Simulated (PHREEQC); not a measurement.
## Spent oxide etchant

Consider water at 25 °C with 0.0068 mol/kgw NH4HF2, 7.7e-05 mol/kgw H2SiF6 and 0.00061 mol/kgw HCl. Closed to the air; pH follows from the charge balance.

Computed with PHREEQC (ion-association model, wateq4f.dat).

No solid was allowed to form.

Task: What pH, ionic strength does the model give?

Result: pH 3.15; ionic strength 0.00765 mol/kgw.

Task: In which forms is F present?

Result: F- 47 %, HF 46 %, SiF6-2 3.3 %, HF2- 2.3 %, H2F2 1.5 % of the F.

SiF6-2 is the database's only silicon fluoride.
